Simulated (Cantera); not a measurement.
Mixture: CH3OH : O2 : N2 = 1 : 1.36 : 5.13 (molar parts), equivalence ratio 1.1, at 330 Torr, adiabatic and at constant volume. Ignition delay is the time to a rise of 400 K.

Detailed kinetics in Cantera: GRI-Mech 3.0 (53 species, 325 reactions). GRI-Mech 3.0 was tuned for natural gas; its chemistry of methanol as a main component is partial and can be far from experiment.

### Question
Predict: delay at 1100 K; delay at 1300 K; delay at 1500 K; delay at 1700 K; delay at 1900 K; apparent activation energy between 1800 and 2000 K.

### Answer
| Quantity | Value |
|---|---|
| delay at 1100 K | 0.117 s |
| delay at 1300 K | 4.24 ms |
| delay at 1500 K | 0.420 ms |
| delay at 1700 K | 81.8 µs |
| delay at 1900 K | 24.1 µs |
| apparent activation energy between 1800 and 2000 K | 160 kJ/mol |
